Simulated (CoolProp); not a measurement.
The fluid at 621.79 K and 7.26 MPa expands adiabatically to 1.06 MPa with isentropic efficiency 0.85. The same conditions are run with several fluids, on thermodynamics alone (safety and materials aside).

The numbers come from the reference Helmholtz-energy equation of state of each fluid (water: Wagner 2002; ammonia: Gao 2020; hydrogen chloride: Thol 2018; hydrogen sulfide: Lemmon 2006; carbon dioxide: Span 1996) in CoolProp.

```csv
fluid,work (kJ/kg),final temperature (K),final phase,final density (kg/m³)
water,334,455.6,"two-phase, vapour fraction 0.946",5.75
ammonia,396,448.4,gas,4.96
hydrogen chloride,…,…,gas,…
hydrogen sulfide,193,428.9,gas,10.4
carbon dioxide,159,459.2,gas,12.4
```

### Question
Some entries are withheld; supply them.

### Answer

- hydrogen chloride, work (kJ/kg): 171
- hydrogen chloride, final temperature (K): 391.4
- hydrogen chloride, final density (kg/m³): 12.2
